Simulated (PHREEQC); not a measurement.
Solution (20 °C): 0.015 mol/kgw NH3, 3.7e-07 mol/kgw H4SiO4 and 0.00034 mol/kgw (CH3)4NCl. Closed to the air; pH follows from the charge balance.

The numbers come from PHREEQC with the ion-association model, wateq4f.dat.

Precipitation was switched off in this run.

Question: Predict the pH.

Answer: pH 10.87.

Question: In which forms is N present?

Answer: NH3 97 %, NH4+ 3.4 % of the N.

Complexes and solids missing from the database can't appear. (CH3)4N+ isn't in the database: it is added as a free cation with an ion size of 4 Å.
